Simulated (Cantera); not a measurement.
Feed: 1 mol BF3, 0.24 mol H2O, 0.19 mol N2, equilibrated at 1352 °C and 750 Torr.

Method: chemical equilibrium by Gibbs-energy minimisation in Cantera with the NASA 1993 tables (ideal gas, pure condensed phases). Candidate condensed phases: B, BN, B2O3, B3O3H3, H2O; 62 gas species. Gases not in the tables: H3BO3. The numbers say what is thermodynamically allowed, not how fast it happens.

What is the equilibrium state?


```json
{
  "x(BF3)": "0.503",
  "x(HF)": "0.247",
  "x(N2)": "0.119",
  "x(BOF)": "0.0943",
  "x(H2O)": "0.0246",
  "x(B3O3F3)": "0.00805",
  "x(HBO2)": "0.00338",
  "x(BOF2)": "7.59e-5",
  "x(H2)": "6.73e-5",
  "gas_amount": "1.599 mol",
  "log10 activity of B(s) (absent)": "-11.00",
  "log10 activity of B3O3H3(s) (absent)": "-24.37"
}
```
